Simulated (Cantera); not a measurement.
Input (Python, Cantera) and output of one run.

```python
import numpy as np
import cantera as ct

gas_names = """
    Cu CuO Cu2 N NO NO2 NO3 N2 N2O O O2 O3
""".split()
cond_names = """
    Cu(cr) Cu(L) CuO(s) Cu2O(s) Cu2O(L)
""".split()


def load(file, names, dense=False):
    # The tables refer to 1 bar. Condensed volumes are neglected.
    table = {s.name: s for s in ct.Species.list_from_file(file)}
    out = []
    for n in names:
        d = dict(table[n].input_data)
        d["thermo"] = dict(d["thermo"], **{"reference-pressure": 1e5})
        if dense:
            d["equation-of-state"] = {"model": "constant-volume", "density": "1e6 g/cm^3"}
        out.append(ct.Species.from_dict(d))
    return out


gas = ct.Solution(thermo="ideal-gas", species=load("nasa_gas.yaml", gas_names))
cond = {s.name: ct.Solution(thermo="fixed-stoichiometry", species=[s], name=s.name)
        for s in load("nasa_condensed.yaml", cond_names, dense=True)}
atoms = {
    'Cu': {'Cu': 1},
    'O2': {'O': 2},
    'N2': {'N': 2},
}
top_T = {'CuO(s)': 1390}  # K; cautious upper limits of use, not melting points


def equilibrate(T, P, feed):
    n = {}
    for name, mol in feed.items():
        for a, k in atoms[name].items():
            n[a] = n.get(a, 0.0) + k * mol
    gas.TPX = T, P, n
    mass = sum(n.values()) * gas.mean_molecular_weight
    gas.equilibrate("TP")
    valid = [c for c in cond.values() if c.min_temp <= T <= top_T.get(c.name, c.max_temp)]
    mix = ct.Mixture([(gas, mass / gas.mean_molecular_weight)] + [(c, 0.0) for c in valid])
    mix.T, mix.P = T, P
    mix.equilibrate("TP", solver="vcs", rtol=1e-11, max_steps=5000)
    return mix


results = []
T = 1450  # K
P = 64000  # Pa
for m in [0.0029, 0.012, 0.021, 0.03, 0.039, 0.049, 0.058]:
    feed = {'Cu': 1, 'O2': m, 'N2': 160}  # mol
    mix = equilibrate(T, P, feed)
    results.append((T, P, feed, dict(zip(mix.species_names, mix.species_moles))))
    x = sorted(zip(gas.X, gas.species_names), reverse=True)
    print(f"T = {T:g} K  P = {P:g} Pa  n(O2) = {m:g} mol  gas = {mix.phase_moles(0):.4g} mol")
    print("   x: " + "  ".join(f"{s} {v:.3e}" for v, s in x if v > 1e-05))
    print("   condensed (mol): " + ("  ".join(f"{mix.phase(i).name} {mix.phase_moles(i):.4g}"
          for i in range(1, mix.n_phases) if mix.phase_moles(i) > 1e-12) or "none"))
```

Output:

```
T = 1450 K  P = 64000 Pa  n(O2) = 0.0029 mol  gas = 160 mol
   x: N2 1.000e+00  O2 1.378e-05
   condensed (mol): Cu(L) 0.9991
T = 1450 K  P = 64000 Pa  n(O2) = 0.012 mol  gas = 160 mol
   x: N2 9.999e-01  O2 5.438e-05  NO 1.722e-05
   condensed (mol): Cu(L) 0.9915  Cu2O(s) 0.003835
T = 1450 K  P = 64000 Pa  n(O2) = 0.021 mol  gas = 160 mol
   x: N2 9.999e-01  O2 5.438e-05  NO 1.722e-05
   condensed (mol): Cu(L) 0.9555  Cu2O(s) 0.02184
T = 1450 K  P = 64000 Pa  n(O2) = 0.03 mol  gas = 160 mol
   x: N2 9.999e-01  O2 5.438e-05  NO 1.722e-05
   condensed (mol): Cu(L) 0.9195  Cu2O(s) 0.03984
T = 1450 K  P = 64000 Pa  n(O2) = 0.039 mol  gas = 160 mol
   x: N2 9.999e-01  O2 5.438e-05  NO 1.722e-05
   condensed (mol): Cu(L) 0.8835  Cu2O(s) 0.05784
T = 1450 K  P = 64000 Pa  n(O2) = 0.049 mol  gas = 160 mol
   x: N2 9.999e-01  O2 5.438e-05  NO 1.722e-05
   condensed (mol): Cu(L) 0.8435  Cu2O(s) 0.07784
T = 1450 K  P = 64000 Pa  n(O2) = 0.058 mol  gas = 160 mol
   x: N2 9.999e-01  O2 5.438e-05  NO 1.722e-05
   condensed (mol): Cu(L) 0.8075  Cu2O(s) 0.09584
```

Equilibrium computed with Cantera from the NASA thermochemical tables; the gas is ideal and each condensed phase is pure. Mutual solubility and eutectic melting of coexisting phases are not modelled.
